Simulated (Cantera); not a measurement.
A freely propagating, adiabatic, planar premixed flame of CH3OH : O2 : N2 = 1 : 2.05 : 6.16 (molar parts), equivalence ratio 0.73, unburnt at 475 K and 3.10 bar; mixture-averaged transport, grid criteria slope 0.08 and curve 0.16, no radiation.

Detailed kinetics in Cantera: GRI-Mech 3.0 (53 species, 325 reactions). GRI-Mech 3.0 was tuned for natural gas; its chemistry of methanol as a main component is partial and can be far from experiment. Burning velocities carry a grid error of a few per cent, more on coarse grids.

### Question
Predict: laminar burning velocity; thermal thickness; peak x(CH2); peak x(CO); peak x(C2H); peak x(HCO).

### Answer
```json
{
 "laminar_burning_velocity": "53.0 cm/s",
 "thermal_thickness": "0.139 mm",
 "peak x(CH2)": "1.42e-6",
 "peak x(CO)": "0.0484",
 "peak x(C2H)": "<1e-8",
 "peak x(HCO)": "9.11e-5"
}
```
